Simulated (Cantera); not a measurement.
# Adiabatic ignition

An adiabatic, constant-volume homogeneous reactor starts with 15.9 % CH4, 17.6 % O2, 66.5 % N2, equivalence ratio 1.8, at 1275 K and 2.47 atm.

Computed with Cantera and GRI-Mech 3.0 (53 species, 325 reactions).

| t (s) | T (K) | P (bar) | x CH4 | x O2 | x CH2O | x H2 | x HCO |
|---|---|---|---|---|---|---|---|
| 6.00e-6 | 1275 | 2.50 | 0.159 | 0.176 | 9.71e-10 | 2.00e-9 | <1e-12 |
| 1.63e-5 | 1275 | 2.50 | 0.159 | 0.176 | 7.59e-9 | 6.52e-9 | <1e-12 |
| 4.45e-5 | 1275 | 2.50 | 0.159 | 0.176 | 6.44e-8 | 2.68e-8 | <1e-12 |
| 0.000121 | 1275 | 2.50 | 0.159 | 0.176 | 6.68e-7 | 1.79e-7 | <1e-12 |
| 0.000330 | 1275 | 2.50 | 0.159 | 0.176 | 7.94e-6 | 1.89e-6 | 1.67e-11 |
| 0.000899 | 1275 | 2.50 | 0.159 | 0.176 | 5.25e-5 | 1.30e-5 | 1.43e-10 |
| 0.00245 | 1277 | 2.50 | 0.158 | 0.176 | 0.000217 | 7.07e-5 | 7.48e-10 |
| 0.00667 | 1296 | 2.54 | 0.155 | 0.174 | 0.00112 | 0.000798 | 9.50e-9 |
| 0.0182 | 2746 | 6.19 | 7.91e-11 | 6.79e-5 | 3.69e-8 | 0.125 | 7.21e-7 |
| 0.0495 | 2746 | 6.19 | 7.91e-11 | 6.79e-5 | 3.69e-8 | 0.125 | 7.21e-7 |
| 0.135 | 2746 | 6.19 | 7.91e-11 | 6.79e-5 | 3.69e-8 | 0.125 | 7.21e-7 |
| 0.367 | 2746 | 6.19 | 7.91e-11 | 6.79e-5 | 3.69e-8 | 0.125 | 7.21e-7 |
| 1.00 | 2746 | 6.19 | 7.91e-11 | 6.79e-5 | 3.69e-8 | 0.125 | 7.21e-7 |
x: mole fraction; the columns are a selection and need not sum to one.

The time of steepest temperature rise comes out as 9.63 ms and the temperature at 1.00 s is 2746 K. The equilibrium temperature is 2746 K and the x(CH4) at 1.00 s comes out as 7.91e-11 (gas-phase equilibrium 8.92e-11). The x(O2) at 1.00 s comes out as 6.79e-5 (gas-phase equilibrium 6.79e-5) and the x(CH2O) at 1.00 s is 3.69e-8 (gas-phase equilibrium 3.69e-8).
